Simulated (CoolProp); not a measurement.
Vapour-liquid equilibrium of propylene (1) + n-hexane (2) at 14 kPa; x and y are mole fractions of (1).

Values from CoolProp's multi-fluid Helmholtz-energy mixture model, Lemmon 2013 and Thol 2019; pair parameters Bell 2016.

```tsv
x	bubble temperature, mixture model (K)	bubble temperature, Raoult's law (K)	y, mixture model	y, Raoult's law
0.05	234.0	248.1	?	0.909
0.15	214.6	223.5	0.994	0.988
0.25	208.5	213.2	?	0.996
0.35	?	207.0	0.998	0.998
0.45	202.0	202.5	0.999	0.999
0.55	199.3	199.2	0.999	0.999
0.65	?	196.4	1.000	1.000
0.75	194.5	194.2	1.000	1.000
0.85	192.4	192.2	1.000	1.000
0.95	190.6	190.6	1.000	1.000
```

Some entries are withheld; supply them.


- 0.05, y, mixture model: 0.967
- 0.25, y, mixture model: 0.997
- 0.35, bubble temperature, mixture model (K): 204.9
- 0.65, bubble temperature, mixture model (K): 196.8

The largest gap from Raoult's law is -14.1 K in bubble temperature, at x = 0.05. No azeotrope shows between x = 0.05 and 0.95.

Pair parameters are fitted to limited data, so mixtures are less certain than the pure fluids. The gap from Raoult's law changes sign with composition, which may be real or a fault of the pair parameters; it wasn't checked against measurements. With so large a gap from Raoult's law the liquid may split in two, which this calculation doesn't test in full.
